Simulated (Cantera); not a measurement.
Mixture: CH₄ : CO : O₂ : N₂ = 1 : 0.13 : 1.29 : 5.03 (molar parts), at 2100 Torr, adiabatic and at constant volume. Ignition delay is the time to a rise of 400 K.

Model: GRI-Mech 3.0 (53 species, 325 reactions), integrated in Cantera.

**Question.** What does this change do: constant pressure in place of constant volume?

**Answer.** 
```tsv
quantity	before	after
delay at 1025 K	0.419 s	0.438 s
delay at 1225 K	18.7 ms	20.1 ms
delay at 1425 K	1.51 ms	1.64 ms
delay at 1625 K	0.191 ms	0.207 ms
apparent activation energy between 1525 and 1725 K	200 kJ/mol	200 kJ/mol
```

**Question.** What does this change do: CO 0.13 to 0.047 parts?

**Answer.** 
```json
[
 {"quantity": "delay at 1025 K", "before": "0.419 s", "after": "0.343 s"},
 {"quantity": "delay at 1225 K", "before": "18.7 ms", "after": "16.9 ms"},
 {"quantity": "delay at 1425 K", "before": "1.51 ms", "after": "1.43 ms"},
 {"quantity": "delay at 1625 K", "before": "0.191 ms", "after": "0.186 ms"},
 {"quantity": "apparent activation energy between 1525 and 1725 K", "before": "200 kJ/mol", "after": "200 kJ/mol"}
]
```
